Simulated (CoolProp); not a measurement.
Dimethyl carbonate along the isotherm 326.85 °C: density (kg/m³) from the reference equation and from simpler models built on Tc = 283.9 °C, pc = 49.09 bar, ω = 0.346; each cubic takes its own stable root.

Values from CoolProp's reference Helmholtz-energy equation of state, Zhou 2011.

| p (bar) | phase | reference | ideal gas | van der Waals | Peng-Robinson |
|---|---|---|---|---|---|
| 18.9 | gas | 38.35 | 34.13 | 38.08 | 38.73 |
| 37.8 | gas | 89.65 | 68.25 | 89.01 | 91.14 |
| 56.6 | supercritical | 169.4 | 102.2 | 178.3 | 171.0 |
| 75.5 | supercritical | 312.9 | 136.3 | 334.9 | 304.1 |
| 94.4 | supercritical | 449.0 | 170.5 | 387.4 | 419.1 |
| 113 | supercritical | 516.6 | 204.0 | 416.3 | 485.4 |
| 132 | supercritical | 559.2 | 238.3 | 437.2 | 531.7 |
| 151 | supercritical | 589.6 | 272.7 | 453.5 | 566.7 |
| 170 | supercritical | 613.1 | 307.0 | 466.9 | 595.1 |
| 189 | supercritical | 632.3 | 341.3 | 478.3 | 618.9 |
| 208 | supercritical | 648.6 | 375.6 | 488.3 | 639.5 |
| 227 | supercritical | 662.8 | 409.9 | 497.1 | 657.7 |
| 245 | supercritical | 674.7 | 442.4 | 504.6 | 673.0 |
